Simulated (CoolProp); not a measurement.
Saturation properties of R124.

Values from CoolProp's reference Helmholtz-energy equation of state, de Vries 1995.

| T (°C) | p (kPa) | vapour density (kg/m³) | liquid cp (kJ/(kg K)) | surface tension (mN/m) | liquid viscosity (µPa s) |
|---|---|---|---|---|---|
| -42.15 | 23.45 | 1.692 | 1.017 | 18.1 | 612 |
| -32.05 | 40.17 | 2.798 | 1.031 | 16.8 | 525 |
| -22.05 | 65.08 | 4.393 | 1.046 | 15.5 | 455 |
| -12.05 | 101.0 | 6.632 | 1.062 | 14.2 | 397 |
| -2.05 | 150.8 | 9.682 | 1.079 | 13.0 | 348 |
| 7.95 | 217.9 | 13.73 | 1.098 | 11.7 | 307 |
| 17.95 | 305.9 | 19.02 | 1.119 | 10.5 | 271 |
| 27.95 | 418.7 | 25.80 | 1.142 | 9.31 | 240 |
| 37.95 | 560.4 | 34.42 | 1.168 | 8.14 | 212 |
| 47.95 | 735.4 | 45.30 | 1.199 | 7.00 | 188 |
| 57.95 | 948.2 | 58.99 | 1.237 | 5.89 | 167 |
| 68.05 | 1207 | 76.47 | 1.286 | 4.80 | 147 |
| 78.05 | 1511 | 98.59 | 1.352 | 3.76 | 130 |
| 88.05 | 1869 | 127.4 | 1.449 | 2.77 | 114 |
| 98.05 | 2289 | 166.4 | 1.616 | 1.83 | 98.5 |

It boils at -12.0 °C under 1 atm.

Viscosity comes from a separate model (Bell 2016), an estimate that may be off by 10 % or more. Surface tension comes from a separate correlation (Mulero 2012).
